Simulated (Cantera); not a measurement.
# Adiabatic ignition

An adiabatic, constant-pressure homogeneous reactor starts with 49.2 % H2, 10.7 % O2, 40.2 % N2, at 1000 K and 900 Torr.

Detailed kinetics in Cantera: the H2/O2 subset of GRI-Mech 3.0, which has no nitrogen chemistry.

| t (s) | T (K) | x H2 | x O2 | x HO2 | x OH | x H2O2 | x H2O | x O |
|---|---|---|---|---|---|---|---|---|
| 2.00e-6 | 1000 | 0.492 | 0.107 | 1.03e-10 | 1.10e-12 | <1e-12 | 8.95e-12 | 2.97e-12 |
| 4.86e-6 | 1000 | 0.492 | 0.107 | 2.90e-10 | 3.08e-12 | <1e-12 | 6.40e-11 | 9.11e-12 |
| 1.18e-5 | 1000 | 0.492 | 0.107 | 9.50e-10 | 8.28e-12 | 2.17e-12 | 4.26e-10 | 2.53e-11 |
| 2.87e-5 | 1000 | 0.492 | 0.107 | 3.93e-9 | 2.34e-11 | 1.95e-11 | 2.85e-9 | 7.24e-11 |
| 6.97e-5 | 1000 | 0.492 | 0.107 | 2.27e-8 | 8.26e-11 | 2.36e-10 | 2.17e-8 | 2.56e-10 |
| 0.000169 | 1000 | 0.492 | 0.107 | 2.47e-7 | 5.97e-10 | 4.82e-9 | 2.71e-7 | 1.85e-9 |
| 0.000412 | 1000 | 0.492 | 0.107 | 2.08e-5 | 7.96e-8 | 7.21e-7 | 3.06e-5 | 1.99e-7 |
| 0.00100 | 2450 | 0.302 | 2.63e-5 | 3.15e-8 | 0.00237 | 1.09e-8 | 0.234 | 8.14e-5 |
| 0.00243 | 2478 | 0.305 | 1.44e-5 | 1.64e-8 | 0.00181 | 6.59e-9 | 0.235 | 4.53e-5 |
| 0.00590 | 2478 | 0.305 | 1.44e-5 | 1.63e-8 | 0.00180 | 6.57e-9 | 0.235 | 4.52e-5 |
| 0.0143 | 2478 | 0.305 | 1.44e-5 | 1.63e-8 | 0.00180 | 6.57e-9 | 0.235 | 4.52e-5 |
| 0.0349 | 2478 | 0.305 | 1.44e-5 | 1.63e-8 | 0.00180 | 6.57e-9 | 0.235 | 4.52e-5 |
| 0.0847 | 2478 | 0.305 | 1.44e-5 | 1.63e-8 | 0.00180 | 6.57e-9 | 0.235 | 4.52e-5 |
| 0.206 | 2478 | 0.305 | 1.44e-5 | 1.63e-8 | 0.00180 | 6.57e-9 | 0.235 | 4.52e-5 |
| 0.500 | 2478 | 0.305 | 1.44e-5 | 1.63e-8 | 0.00180 | 6.57e-9 | 0.235 | 4.52e-5 |
x: mole fraction; the columns are a selection and need not sum to one.

- time of steepest temperature rise: 0.552 ms
- temperature at 0.500 s: 2478 K
- equilibrium temperature: 2478 K
- x(H2) at 0.500 s: 0.305 (gas-phase equilibrium 0.305)
- x(O2) at 0.500 s: 1.44e-5 (gas-phase equilibrium 1.44e-5)
- x(HO2) at 0.500 s: 1.63e-8 (gas-phase equilibrium 1.63e-8)
